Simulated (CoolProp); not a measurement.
Vapour-liquid equilibrium of acetone (1) + n-heptane (2) at 161.05 °C; x and y are mole fractions of (1).

The numbers come from the multi-fluid Helmholtz-energy mixture model, Lemmon 2006 and Span 2003; pair parameters Bell 2016 in CoolProp.

| x | bubble pressure, mixture model (kPa) | bubble pressure, Raoult's law (kPa) | y, mixture model | y, Raoult's law |
|---|---|---|---|---|
| 0.05 | 581.4 | 518.8 | 0.197 | 0.136 |
| 0.125 | 724.6 | 589.3 | 0.372 | 0.299 |
| 0.2 | 845.5 | 659.7 | 0.481 | 0.428 |
| 0.275 | 947.2 | 730.2 | 0.555 | 0.531 |
| 0.35 | 1033 | 800.6 | 0.612 | 0.617 |
| 0.425 | 1107 | 871.1 | 0.658 | 0.689 |
| 0.5 | 1171 | 941.6 | 0.698 | 0.749 |
| 0.575 | 1226 | 1012 | 0.735 | 0.802 |
| 0.65 | 1276 | 1082 | 0.772 | 0.847 |
| 0.725 | 1319 | 1153 | 0.809 | 0.887 |
| 0.8 | 1356 | 1223 | 0.851 | 0.923 |
| 0.875 | 1386 | 1294 | 0.898 | 0.954 |
| 0.95 | 1406 | 1364 | 0.955 | 0.983 |

The largest gap from Raoult's law is +29.7 % in bubble pressure, at x = 0.275. No azeotrope shows between x = 0.05 and 0.95.

Pair parameters are fitted to limited data, so mixtures are less certain than the pure fluids.
